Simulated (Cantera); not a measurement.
A closed system holds: 1 mol Fe, 4.7 mol CO, 40 mol H₂, equilibrated at 1425 °C.

These are equilibrium values from Cantera (NASA tables, ideal gas, pure condensed phases), not measurements of a reactor. Candidate condensed phases: C, C₆H₆, C₇H₈, C₈H₁₈, Fe, Fe(CO)₅, FeO, Fe(OH)₂, Fe(OH)₃, Fe₂O₃, Fe₃O₄, H₂O; 114 gas species. Kinetics and transport are ignored.

Q: Which condensed phases are stable at each of these points (P (Pa)): 10, 48, 230, 1100, 5500, 26000, 130000, 620000, 3000000?

A: 
```
P (Pa)   condensed phases  Fe condensed (%)
-------  ----------------  ----------------
10               gas only               0.0
48                  Fe(δ)              42.2
230                 Fe(δ)              88.1
1100                Fe(δ)              97.5
5500                Fe(δ)              99.5
26000               Fe(δ)              99.9
130000              Fe(δ)             100.0
620000              Fe(δ)             100.0
3000000             Fe(δ)             100.0
```

At 0.0750 Torr nothing is condensed. From 0.360 Torr to 22500 Torr the condensed part is Fe(δ).
